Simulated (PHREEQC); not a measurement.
A solution holds 0.1 mol NaHF2 per kg of water, at 25 °C. Closed to the air; pH follows from the charge balance.

Equilibrium calculation in PHREEQC: ion-association model, phreeqc.dat.

```json
{
 "pH": "3.05",
 "ionic_strength": "0.0986 mol/kgw",
 "density": "1.002 g/cm³",
 "total_alkalinity": "-100 meq/kg"
}
```

```csv
species,molality,activity,log γ
Na+,0.0975,0.0766,-0.105
HF,0.0766,0.0783,0.010
F-,0.0762,0.0581,-0.118
HF2-,0.0223,0.0175,-0.107
NaF,0.00251,0.00256,0.010
H+,0.00109,0.000898,-0.083
```

This is a speciation only: nothing precipitates in the calculation.
